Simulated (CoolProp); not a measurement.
The numbers come from the reference Helmholtz-energy equation of state, de Reuck 1993 in CoolProp.

Task: For methanol, give the phase and the density (kg/m³), isothermal compressibility (1/MPa), expansivity (1/kK), viscosity (µPa s) at 620 K and 107 bar.

Result: 
- 620 K and 107 bar: supercritical; density 86.1, isothermal compressibility 0.120, expansivity 3.74, viscosity 22.5

Viscosity comes from a separate model (Xiang 2006).
